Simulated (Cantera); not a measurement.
A freely propagating, adiabatic, planar premixed flame of 11.4 % CH₄, 22.8 % O₂, 65.8 % N₂, equivalence ratio 1.0, unburnt at 600 K and 0.148 atm; mixture-averaged transport, grid criteria slope 0.08 and curve 0.16, no radiation.

Computed with Cantera and GRI-Mech 3.0 (53 species, 325 reactions). Burning velocities carry a grid error of a few per cent, more on coarse grids.

x: mole fraction of selected species; z is measured from the peak of heat release.

```json
[
 {"z (mm)": "-4.23", "T (K)": "600", "u (m/s)": "2.39", "x CH₄": "0.114", "x O₂": "0.228", "x OH": "<1e-8", "x O": "<1e-8", "x NO": "<1e-8", "x HCO": "<1e-8"},
 {"z (mm)": "-2.82", "T (K)": "601", "u (m/s)": "2.40", "x CH₄": "0.113", "x O₂": "0.227", "x OH": "1.43e-7", "x O": "6.20e-8", "x NO": "<1e-8", "x HCO": "<1e-8"},
 {"z (mm)": "-2.12", "T (K)": "605", "u (m/s)": "2.42", "x CH₄": "0.113", "x O₂": "0.226", "x OH": "1.72e-6", "x O": "3.57e-7", "x NO": "<1e-8", "x HCO": "<1e-8"},
 {"z (mm)": "-1.41", "T (K)": "651", "u (m/s)": "2.63", "x CH₄": "0.109", "x O₂": "0.222", "x OH": "1.90e-5", "x O": "3.34e-6", "x NO": "(withheld)", "x HCO": "1.26e-8"},
 {"z (mm)": "-0.706", "T (K)": "1007", "u (m/s)": "4.15", "x CH₄": "0.0816", "x O₂": "0.192", "x OH": "0.000162", "x O": "6.90e-5", "x NO": "(withheld)", "x HCO": "3.21e-6"},
 {"z (mm)": "-0.353", "T (K)": "1427", "u (m/s)": "5.99", "x CH₄": "0.0458", "x O₂": "0.147", "x OH": "0.00107", "x O": "0.000400", "x NO": "(withheld)", "x HCO": "5.46e-5"},
 {"z (mm)": "0", "T (K)": "1827", "u (m/s)": "7.77", "x CH₄": "0.0133", "x O₂": "0.0933", "x OH": "0.00450", "x O": "0.00186", "x NO": "(withheld)", "x HCO": "0.000159"},
 {"z (mm)": "0.353", "T (K)": "2013", "u (m/s)": "8.61", "x CH₄": "0.00174", "x O₂": "0.0580", "x OH": "0.0103", "x O": "0.00521", "x NO": "(withheld)", "x HCO": "8.13e-5"},
 {"z (mm)": "0.706", "T (K)": "2056", "u (m/s)": "8.79", "x CH₄": "0.000127", "x O₂": "0.0423", "x OH": "0.0143", "x O": "0.00818", "x NO": "(withheld)", "x HCO": "1.05e-5"},
 {"z (mm)": "1.41", "T (K)": "2076", "u (m/s)": "8.84", "x CH₄": "4.87e-7", "x O₂": "0.0337", "x OH": "0.0164", "x O": "0.00988", "x NO": "(withheld)", "x HCO": "7.38e-8"},
 {"z (mm)": "2.82", "T (K)": "2096", "u (m/s)": "8.89", "x CH₄": "<1e-8", "x O₂": "0.0308", "x OH": "0.0169", "x O": "0.01000", "x NO": "(withheld)", "x HCO": "2.07e-8"},
 {"z (mm)": "5.65", "T (K)": "2122", "u (m/s)": "8.97", "x CH₄": "<1e-8", "x O₂": "0.0297", "x OH": "0.0170", "x O": "0.00956", "x NO": "(withheld)", "x HCO": "1.84e-8"},
 {"z (mm)": "11.3", "T (K)": "2163", "u (m/s)": "9.12", "x CH₄": "<1e-8", "x O₂": "0.0285", "x OH": "0.0170", "x O": "0.00872", "x NO": "(withheld)", "x HCO": "1.56e-8"}
]
```

Question: Fill in the missing entries.

Answer: 
- -1.41, x NO: 7.15e-8
- -0.706, x NO: 1.01e-6
- -0.353, x NO: 2.96e-6
- 0, x NO: 7.07e-6
- 0.353, x NO: 1.28e-5
- 0.706, x NO: 1.73e-5
- 1.41, x NO: 2.15e-5
- 2.82, x NO: 2.56e-5
- 5.65, x NO: 3.34e-5
- 11.3, x NO: 5.09e-5
